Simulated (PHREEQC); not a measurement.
## Leach liquor: speciation

A solution holds 140 mmol/kgw H2SO4, 0.12 mmol/kgw ZnSO4 and 0.047 mmol/kgw MnSO4, at 50 °C. Closed to the air; pH follows from the charge balance.

The numbers come from PHREEQC with the ion-association model, wateq4f.dat.

This is a speciation only: nothing precipitates in the calculation.

**Question.** What pH does the model give?

**Answer.** pH 0.91.

**Question.** In which forms is Zn present?

**Answer.** Zn+2 71 %, ZnSO4 27 %, Zn(SO4)2-2 2.6 % of the Zn.

Species that the database lacks are ignored. Away from 25 °C the constants follow the database's enthalpies or fits; those with neither stay at their 25 °C values.
